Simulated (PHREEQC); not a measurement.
Model water analysis in mg/kgw, 25 °C, pH 2.82, pe 10.7:

```json
[
 {"constituent": "Na", "mg/kgw": "1530"},
 {"constituent": "K", "mg/kgw": "35.9"},
 {"constituent": "Ca", "mg/kgw": "6.67"},
 {"constituent": "Mg", "mg/kgw": "230"},
 {"constituent": "Cl", "mg/kgw": "641"},
 {"constituent": "S(6) as SO4", "mg/kgw": "3410"},
 {"constituent": "Zn", "mg/kgw": "112"},
 {"constituent": "Ni", "mg/kgw": "2.81"},
 {"constituent": "O(0) (dissolved oxygen)", "mg/kgw": "0.589"},
 {"constituent": "P as PO4", "mg/kgw": "4.75"},
 {"constituent": "Cu(2)", "mg/kgw": "0.704"}
]
```

Cl is adjusted to close the charge balance.
Valence states are taken as typed.

Model: ion-association model, wateq4f.dat, run in PHREEQC.

This is a speciation only: nothing precipitates in the calculation.

**Question.** What ionic strength does the model give?

**Answer.** ionic strength 0.110 mol/kgw.

**Question.** In which forms is S present?

**Answer.** SO4-2 72 %, MgSO4 12 %, NaSO4- 8.2 %, HSO4- 4.9 %, ZnSO4 2.0 %, Zn(SO4)2-2 0.8 % of the S.

H3PO4, which wateq4f.dat lacks, is added to it with the constant of phreeqc.dat. The database has no phosphate complexes of Cu, Zn, Ni.
